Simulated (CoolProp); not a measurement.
c-C4F8 (RC318) along the isobar 7.15 bar: Z from the reference equation and from simpler models built on Tc = 115.2 °C, pc = 27.78 bar, ω = 0.355; each cubic takes its own stable root.

The numbers come from the reference Helmholtz-energy equation of state, Platzer 1990 in CoolProp. This equation is an older, rougher fit.

| T (°C) | phase | reference |
|---|---|---|
| 84.35 | gas | 0.8737 |
| 94.55 | gas | 0.8872 |
| 104.75 | gas | 0.8987 |
| 114.95 | gas | 0.9087 |
| 125.05 | gas | 0.9174 |
| 135.25 | gas | 0.9250 |
| 145.45 | gas | 0.9319 |
| 155.65 | gas | 0.9379 |
| 165.75 | gas | 0.9433 |
| 175.95 | gas | 0.9482 |
| 186.15 | gas | 0.9526 |
| 196.35 | gas | 0.9566 |
| 206.45 | gas | 0.9602 |
| 216.65 | gas | 0.9635 |
| 226.85 | gas | 0.9665 |

Q: How far does each simpler model (van der Waals, Redlich-Kwong) lie from the reference over these 15 states: mean and median of the absolute difference, and the worst?

A: 
- van der Waals: mean 0.8 %, median 0.6 %, worst +2.8 % at 84.35 °C and 7.15 bar
- Redlich-Kwong: mean 0.6 %, median 0.6 %, worst -0.8 % at 226.85 °C and 7.15 bar
